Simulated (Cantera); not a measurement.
What does this Cantera script print?

```python
import numpy as np
import cantera as ct

gas = ct.Solution("gri30.yaml")
gas.TPX = 1075, 1333, {'H2': 0.014, 'O2': 1, 'N2': 0.68}
reactor = ct.IdealGasConstPressureReactor(gas, energy="off", clone=False)
net = ct.ReactorNet([reactor])
net.rtol, net.atol = 1e-08, 1e-18
show = ['H2', 'O2', 'HO2', 'OH', 'H2O2', 'NO2', 'H']
times = np.geomspace(3e-05, 200, 9)

steps = ct.SolutionArray(gas, extra=["t"])
rows = []
print(f"{'t/s':>10s}{'T/K':>9s}{'P/Pa':>11s}" + "".join(f"{s:>11s}" for s in show))
for t in times:
    while net.time < t:
        t_next = net.step()
        steps.append(gas.state, t=t_next)
    rows.append([np.interp(t, steps.t, y) for y in (steps.T, steps.P, *steps(*show).X.T)])
    print(f"{t:10.3e}{rows[-1][0]:9.1f}{rows[-1][1]:11.4g}" + "".join(f"{x:11.3e}" for x in rows[-1][2:]))
rate = np.gradient(steps.T, steps.t)
print("integrator steps:", len(steps.t))
if steps.T.max() > steps.T[0] + 200:
    print(f"time of steepest temperature rise: {steps.t[rate.argmax()]:.4e} s")
gas.TPX = 1075, 1333, {'H2': 0.014, 'O2': 1, 'N2': 0.68}
gas.equilibrate("TP")
print(f"equilibrium (TP): T = {gas.T:.1f} K  " + "  ".join(f"{s} {gas[s].X[0]:.3e}" for s in show))
```

Result:

```
       t/s      T/K       P/Pa         H2         O2        HO2         OH       H2O2        NO2          H
 3.000e-05   1075.0       1333  8.264e-03  5.903e-01  9.567e-12  9.789e-13  2.884e-17  1.074e-35  8.582e-12
 2.139e-04   1075.0       1333  8.264e-03  5.903e-01  6.840e-11  3.177e-11  1.461e-15  4.324e-32  3.826e-11
 1.524e-03   1075.0       1333  8.264e-03  5.903e-01  4.942e-10  6.509e-10  7.453e-14  2.217e-28  2.357e-10
 1.087e-02   1075.0       1333  8.241e-03  5.903e-01  1.424e-07  8.679e-06  4.169e-11  2.882e-20  2.770e-06
 7.746e-02   1075.0       1333  3.445e-05  5.853e-01  1.045e-06  3.272e-04  1.550e-08  1.483e-12  3.045e-04
 5.522e-01   1075.0       1333  4.134e-06  5.882e-01  3.870e-07  1.140e-04  1.276e-08  7.725e-12  1.284e-05
 3.936e+00   1075.0       1333  1.341e-07  5.886e-01  4.295e-08  2.128e-05  3.576e-09  2.747e-11  8.249e-08
 2.806e+01   1075.0       1333  5.792e-09  5.886e-01  3.065e-09  4.550e-06  3.365e-10  3.184e-11  8.002e-10
 2.000e+02   1075.0       1333  4.784e-10  5.886e-01  4.981e-10  1.326e-06  3.382e-11  3.344e-11  1.982e-11
integrator steps: 1937
equilibrium (TP): T = 1075.0 K  H2 6.608e-11  O2 5.886e-01  HO2 6.028e-10  OH 4.949e-07  H2O2 5.063e-12  NO2 5.173e-07  H 1.040e-12
```

Cantera simulation using GRI-Mech 3.0 (53 species, 325 reactions); the numbers are that mechanism's predictions, not measurements. Radical loss at walls, strong at low pressure, is not modelled.
